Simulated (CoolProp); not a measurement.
Properties of R507A along the isotherm 353.7 K (Tc = 343.8 K, pc = 3705 kPa, ω = 0.286).

Values from CoolProp's reference Helmholtz-energy equation of state, Lemmon 2003. It is a pseudo-pure fit of the blend.

| p (kPa) | phase | density (kg/m³) | cp (kJ/(kg K)) | isothermal compressibility (1/MPa) | expansivity (1/kK) |
|---|---|---|---|---|---|
| 58.6 | gas | 1.980 | 0.9586 | 17.15 | 2.880 |
| 111 | gas | 3.769 | 0.9620 | 9.100 | 2.928 |
| 211 | gas | 7.230 | 0.9687 | 4.832 | 3.022 |
| 399 | gas | 13.92 | 0.9820 | 2.602 | … |
| 757 | gas | 27.36 | … | … | 3.624 |
| 1430 | gas | 55.73 | 1.078 | 0.8213 | 4.651 |
| 2720 | gas | 128.9 | 1.338 | 0.5598 | 8.759 |
| 5150 | supercritical | 678.5 | 3.012 | 0.2013 | 27.49 |
| 9770 | supercritical | 880.5 | 1.644 | 0.02332 | 6.178 |
| 18500 | supercritical | 993.9 | 1.432 | 0.008962 | 3.387 |

Question: Fill in the missing entries.

Answer: 
- 399, expansivity (1/kK): 3.212
- 757, cp (kJ/(kg K)): 1.010
- 757, isothermal compressibility (1/MPa): 1.424

The peak of cp marks the crossing from liquid-like to gas-like fluid above the critical point.
